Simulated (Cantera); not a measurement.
# Diamond growth

A diamond (100) surface in a fixed gas of H2 with x(CH4) = 0.014, x(H) = 0.00072, x(CH3) = 0.00052, at 1025 K; coverages are run to steady state.

Model: the Harris–Goodwin 1993 mechanism for the reconstructed diamond (100) surface, integrated in Cantera.

```tsv
P (Pa)	growth (µm/h)	θ c6HH	θ c6H*	θ c6*H	θ c6**	θ c6HM
830	0.563	0.522	0.0181	0.346	0.00785	0.0739
1200	1.00	0.507	0.0176	0.336	0.00761	0.0929
1900	1.99	0.487	0.0168	0.322	0.00729	0.118
2800	3.42	0.470	0.0162	0.310	0.00703	0.139
4100	5.63	0.455	0.0157	0.300	0.00680	0.157
6200	9.40	0.442	0.0152	0.291	0.00659	0.174
9200	14.9	0.432	0.0148	0.283	0.00642	0.187
14000	23.9	0.423	0.0145	0.278	0.00629	0.198
```
θ: site fractions in the mechanism's names (c6HH fully hydrogenated, c6H* and c6*H radical sites, c6** diradical, c6HM methylated).
